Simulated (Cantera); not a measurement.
Feed: 1 mol Si3N4, a varied amount of H2O, 460 mol N2, held at 1377 °C and 28.0 mbar.

Cantera equilibrium calculation (NASA polynomials, part measured and part estimated; ideal gas, pure solids and liquids). Candidate condensed phases: H2O, Si, SiO2, Si2N2O, Si3N4; 35 gas species. Mutual solubility and eutectic melting of coexisting phases are not modelled. The tables hold silica as quartz up to 1696 K and as liquid above; real silica turns to tridymite and cristobalite and melts near 1996 K. Equilibrium is a limit: real reactors are often held back by kinetics, nucleation or transport.

Q: Which condensed phases are stable at each of these points (n(H2O) (mol)): 0.13, 0.19, 0.29, 0.44, 0.65, 0.98, 1.5, 2.2, 3.3, 4.9?

A: 
```tsv
n(H2O) (mol)	condensed phases	Si condensed (%)
0.13	Si2N2O(s) + Si3N4(s)	96.2
0.19	Si2N2O(s) + Si3N4(s)	96.2
0.29	Si2N2O(s) + Si3N4(s)	96.2
0.44	Si2N2O(s) + Si3N4(s)	96.2
0.65	Si2N2O(s) + Si3N4(s)	96.2
0.98	Si2N2O(s) + Si3N4(s)	96.2
1.5	Si2N2O(s) + Si3N4(s)	96.2
2.2	Si2N2O(s)	53.3
3.3	SiO2(β-quartz)	9.9
4.9	SiO2(β-quartz)	63.1
```

From 0.13 mol H2O to 1.5 mol H2O the condensed part is Si2N2O(s) + Si3N4(s). At 2.2 mol H2O the condensed part is Si2N2O(s). From 3.3 mol H2O to 4.9 mol H2O the condensed part is SiO2(β-quartz).
